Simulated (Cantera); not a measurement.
Feed: 1 mol Pb, 0.097 mol H2O, 26 mol H2, equilibrated at 0.0310 bar.

Method: chemical equilibrium by Gibbs-energy minimisation in Cantera with the NASA 1993 tables (ideal gas, pure condensed phases). Candidate condensed phases: H2O, Pb, PbO, PbO2, Pb3O4; 12 gas species. The numbers say what is thermodynamically allowed, not how fast it happens.

Task: At 1275 K, list the 3 most abundant gas species with their mole fractions, and the condensed phases.

Result: H2 0.960, Pb 0.0369, H2O 0.00358. Condensed: gas only.
